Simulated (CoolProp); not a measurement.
Computed with CoolProp (reference Helmholtz-energy equation of state, Smukala 2000).

For ethylene, give the phase and the Z, speed of sound (m/s), Joule-Thomson coefficient (K/MPa), isothermal compressibility (1/MPa) at 340.1 K and 132 bar.


- 340.1 K and 132 bar: supercritical; Z 0.540, speed of sound 361, Joule-Thomson coefficient 3.00, isothermal compressibility 0.0771
